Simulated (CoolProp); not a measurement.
A closed Brayton cycle with nitrogen: compressor inlet 330.15 K and 5.6 MPa, high pressure 11.1 MPa, turbine inlet 685 K, compressor efficiency 0.8, turbine efficiency 0.93, recuperator effectiveness 0.8 (on enthalpy, no pinch check). Each further row changes one setting.

Computed with CoolProp (reference Helmholtz-energy equation of state, Span 2000).

```
case                           thermal efficiency (%)  net work (kJ/kg)  compressor to turbine work  compressor exit (K)  turbine exit (K)
-----------------------------  ----------------------  ----------------  --------------------------  -------------------  ----------------
as stated                                           ?              27.2                        0.78                420.0             575.3
turbine inlet 635 K                              12.9              18.2                           ?                420.0                 ?
compressor inlet 340.15 K                        15.4              24.1                           ?                432.6             575.3
high pressure 9.43 MPa                              ?              24.5                        0.74                    ?             599.8
recuperator effectiveness 0.5                    13.0              27.2                        0.78                420.0             575.3
```

Question: What belongs in the gaps?

Answer: 
- as stated, thermal efficiency (%): 17.1
- turbine inlet 635 K, compressor to turbine work: 0.84
- turbine inlet 635 K, turbine exit (K): 532.2
- compressor inlet 340.15 K, compressor to turbine work: 0.80
- high pressure 9.43 MPa, thermal efficiency (%): 17.3
- high pressure 9.43 MPa, compressor exit (K): 396.9
